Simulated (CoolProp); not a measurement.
A single-stage vapour-compression cycle with R245fa: evaporating at 253.15 K (dew point), condensing at 322.15 K (bubble point), superheat 10 K, subcooling 5 K, compressor efficiency 0.9, no pressure losses. Each further row changes one setting.

Values from CoolProp's reference Helmholtz-energy equation of state, Akasaka 2015.

```
case                              cooling COP  pressure ratio  discharge temperature (K)  refrigerating effect (kJ/kg)  volumetric capacity (kJ/m³)
--------------------------------  -----------  --------------  -------------------------  ----------------------------  ---------------------------
as stated                                2.53            17.0                      334.2                           140                          170
evaporating temperature 258.15 K         2.85            13.0                      333.0                           144                          225
condensing temperature 317.15 K          2.82            14.6                      329.8                           147                          178
subcooling 10 K                          2.65            17.0                      334.2                           147                          178
superheat 20 K                           2.57            17.0                      344.5                           148                          173
compressor efficiency 0.8                2.25            17.0                      341.1                           140                          170
```
